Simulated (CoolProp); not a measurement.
Aqueous magnesium chloride as a coolant, at 37 °C, 1 atm.

Model: Melinder's fits for secondary coolants, in CoolProp.

```csv
mass %,freezing point (°C),cp (kJ/(kg K)),viscosity (mPa s),Prandtl number,conductivity (W/(m K))
1.2,-0.8,4.117,0.764,5.05,0.622
3.8,-2.2,3.978,0.817,5.27,0.617
6.4,-4.1,3.833,0.837,5.24,0.612
8.9,-6.8,3.695,0.895,5.44,0.607
11.5,-10.5,3.556,1.00,5.94,0.601
14.1,-15.1,3.427,1.14,6.58,0.594
16.7,-20.3,3.306,1.28,7.23,0.586
19.3,-26.7,3.189,1.50,8.26,0.578
21.9,-35.1,3.066,2.15,11.6,0.570
24.5,-47.2,2.921,5.33,27.8,0.561
27.1,-66.0,2.730,40.5,200,0.551
29.7,-95.7,2.462,2190,10100,0.536
```
